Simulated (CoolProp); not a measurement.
Aqueous ethanol as a coolant, at 24 °C, 1 atm.

Model: Melinder's fits for secondary coolants, in CoolProp.

```
mass %  freezing point (°C)  cp (kJ/(kg K))  conductivity (W/(m K))  Prandtl number  density (kg/m³)
------  -------------------  --------------  ----------------------  --------------  ---------------
5.6                    -2.3           4.236                       …            8.58            987.2
12.4                   -5.7               …                   0.518               …            977.4
19.2                  -10.5           4.325                   0.475            16.8            968.2
26.1                  -16.5           4.276                   0.435            21.2            958.0
32.9                  -22.9           4.179                   0.398            24.9            946.4
39.7                  -29.3           4.057                   0.364            27.5            933.0
46.6                  -35.0               …                   0.333            29.4            918.1
53.4                  -40.0           3.778                   0.304               …            902.6
```

**Question.** Some entries are withheld; supply them.

**Answer.** 
- 5.6, conductivity (W/(m K)): 0.564
- 12.4, cp (kJ/(kg K)): 4.309
- 12.4, Prandtl number: 12.3
- 46.6, cp (kJ/(kg K)): 3.923
- 53.4, Prandtl number: 30.4
